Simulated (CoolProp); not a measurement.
Saturated liquid density (kg/m³) of nitrogen: the reference equation beside estimates from Tc = 126.2 K, pc = 3.396 MPa, ω = 0.037.

Model: reference Helmholtz-energy equation of state, Span 2000, in CoolProp.

| T (K) | reference | Redlich-Kwong | Peng-Robinson |
|---|---|---|---|
| 78.2 | 802.2 | [?] | 907.4 |
| 83.3 | 778.4 | 780.9 | 877.6 |
| 88.4 | 753.2 | [?] | 844.8 |
| 93.5 | 726.5 | 716.0 | 808.5 |
| 98.6 | 697.7 | 678.8 | 768.1 |
| 103.7 | 666.1 | 637.5 | 722.5 |
| 108.7 | [?] | 591.9 | 671.1 |
| 113.8 | 589.8 | 538.0 | 609.3 |
| 118.9 | 537.2 | 472.1 | 532.3 |
| 124 | 454.6 | 377.6 | 420.1 |

### Question
Complete the blanks.

### Answer

- 78.2, Redlich-Kwong: 809.5
- 88.4, Redlich-Kwong: 749.9
- 108.7, reference: 631.3

Absolute difference from the reference over all 10 rows, mean and median: Redlich-Kwong 5.4 and 3.5 %, Peng-Robinson 8.6 and 9.3 %.
